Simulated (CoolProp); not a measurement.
Vapour-liquid equilibrium of R134a (1) + R123 (2) at 233.4 K; x and y are mole fractions of (1).

The numbers come from the multi-fluid Helmholtz-energy mixture model, Tillner-Roth 1994 and Younglove 1994; pair parameters Bell 2016 in CoolProp.

```
x     bubble pressure (kPa)  y at the bubble point  dew pressure at overall composition x (kPa)  liquid density (mol/L)
----  ---------------------  ---------------------  -------------------------------------------  ----------------------
0.05                  7.338                  0.527                                        3.818                   10.72
0.15                  14.31                  0.781                                        4.245                   10.99
0.25                  20.54                  0.863                                        4.779                   11.27
0.35                  25.98                  0.903                                        5.467                   11.56
0.45                  30.69                  0.927                                   (withheld)              (withheld)
0.55                  34.80                  0.944                                        7.673                   12.18
0.65                  38.53                  0.957                                   (withheld)                   12.52
0.75                  42.10                  0.969                                        12.84                   12.88
0.85             (withheld)                  0.980                                        19.26                   13.26
0.95                  49.70                  0.993                                        36.42                   13.67
```

Task: What belongs in the gaps?

Result: 
- 0.45, dew pressure at overall composition x (kPa): 6.385
- 0.45, liquid density (mol/L): 11.86
- 0.65, dew pressure at overall composition x (kPa): 9.609
- 0.85, bubble pressure (kPa): 45.73

No azeotrope shows between x = 0.05 and 0.95.

The pair parameters rest on a limited set of measurements; away from them the model extrapolates.
